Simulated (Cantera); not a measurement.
Equilibrium for silicon nitride deposition: SiH2Cl2 + N2 + H2

Charge: 1 mol SiH2Cl2, 49 mol N2, 0.92 mol H2, at 0.210 bar.

Equilibrium computed with Cantera from the NASA thermochemical tables; the gas is ideal and each condensed phase is pure. Candidate condensed phases: NH4Cl, Si, Si3N4; 28 gas species. N2 is the only nitrogen source here; it is nearly inert below about 1500 K, so the nitride shown seldom forms there in practice. The tables' values for SiCl, SiCl3, SiN are old estimates; treat these amounts as uncertain. Equilibrium is a limit: real reactors are often held back by kinetics, nucleation or transport.

```
T (K)  log p N2  log p HCl  log p H2  log p SiCl2  log p H  log p SiCl4  log p Si  n Si3N4(s)  n Si(l)
-----  --------  ---------  --------  -----------  -------  -----------  --------  ----------  -------
773       -0.70      -2.16     -2.35       -12.55     <-12        -3.47      <-12       0.306        0
973       -0.70      -2.13     -2.38        -8.75   -10.16        -3.74      <-12       0.319        0
1173      -0.70      -2.11     -2.40        -6.28    -8.13        -3.95      <-12       0.324        0
1373      -0.70      -2.11     -2.40        -4.56    -6.68        -4.14    -12.62       0.323        0
1573      -0.70      -2.15     -2.37        -3.42    -5.57        -4.53     -9.28       0.294        0
1773      -0.70      -2.30     -2.28        -2.84    -4.68        -5.41     -6.70       0.210        0
1973      -0.70      -2.52     -2.20        -2.60    -3.97        -6.56     -4.66       0.122        0
2173      -0.70      -2.56     -2.21        -2.60    -3.42        -7.31     -3.55           0    0.251
```
log p: log10 of the partial pressure in bar; n: condensed amount in mol.

From 773 K to 1973 K the condensed part is Si3N4(s). At 2173 K the condensed part is Si(l). The main Si-bearing gas is SiCl4 at 773 K and SiCl2 at 2173 K. The share of Si in condensed phases is highest at 1173 K (97.2 %) and lowest at 2173 K (25.1 %).
